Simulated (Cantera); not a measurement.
Feed: 1 mol AlN, 810 mol H2, 3.2 mol N2, at 9.50 mbar.

Equilibrium computed with Cantera from the NASA thermochemical tables; the gas is ideal and each condensed phase is pure. Candidate condensed phases: Al, AlN; 13 gas species. The numbers say what is thermodynamically allowed, not how fast it happens.

x: gas mole fraction; n: condensed amount in mol.

```json
[
 {"T (K)": "700", "x H2": "0.996", "x N2": "0.00393", "x H": "<1e-12", "x Al": "<1e-12", "x AlH": "<1e-12", "n AlN(s)": "1.00"},
 {"T (K)": "800", "x H2": "0.996", "x N2": "0.00393", "x H": "2.97e-11", "x Al": "<1e-12", "x AlH": "<1e-12", "n AlN(s)": "1.00"},
 {"T (K)": "900", "x H2": "0.996", "x N2": "0.00393", "x H": "1.20e-9", "x Al": "<1e-12", "x AlH": "<1e-12", "n AlN(s)": "1.00"},
 {"T (K)": "1000", "x H2": "0.996", "x N2": "0.00393", "x H": "2.32e-8", "x Al": "<1e-12", "x AlH": "<1e-12", "n AlN(s)": "1.00"},
 {"T (K)": "1100", "x H2": "0.996", "x N2": "0.00393", "x H": "2.65e-7", "x Al": "<1e-12", "x AlH": "<1e-12", "n AlN(s)": "1.00"},
 {"T (K)": "1200", "x H2": "0.996", "x N2": "0.00394", "x H": "2.02e-6", "x Al": "2.92e-12", "x AlH": "(withheld)", "n AlN(s)": "1.00"},
 {"T (K)": "1300", "x H2": "0.996", "x N2": "0.00394", "x H": "1.13e-5", "x Al": "4.05e-10", "x AlH": "(withheld)", "n AlN(s)": "1.00"},
 {"T (K)": "1400", "x H2": "0.996", "x N2": "0.00393", "x H": "4.98e-5", "x Al": "2.76e-8", "x AlH": "(withheld)", "n AlN(s)": "1.000"},
 {"T (K)": "1500", "x H2": "0.996", "x N2": "0.00394", "x H": "0.000180", "x Al": "1.06e-6", "x AlH": "(withheld)", "n AlN(s)": "0.999"},
 {"T (K)": "1600", "x H2": "0.995", "x N2": "0.00395", "x H": "0.000557", "x Al": "2.58e-5", "x AlH": "(withheld)", "n AlN(s)": "0.977"},
 {"T (K)": "1700", "x H2": "0.994", "x N2": "0.00415", "x H": "0.00151", "x Al": "0.000417", "x AlH": "(withheld)", "n AlN(s)": "0.640"},
 {"T (K)": "1800", "x H2": "0.991", "x N2": "0.00453", "x H": "0.00366", "x Al": "0.00117", "x AlH": "(withheld)", "n AlN(s)": "0"}
]
```

Some entries are withheld; supply them.


- 1200, x AlH: 1.47e-12
- 1300, x AlH: 1.17e-10
- 1400, x AlH: 4.92e-9
- 1500, x AlH: 1.25e-7
- 1600, x AlH: 2.10e-6
- 1700, x AlH: 2.46e-5
- 1800, x AlH: 5.18e-5
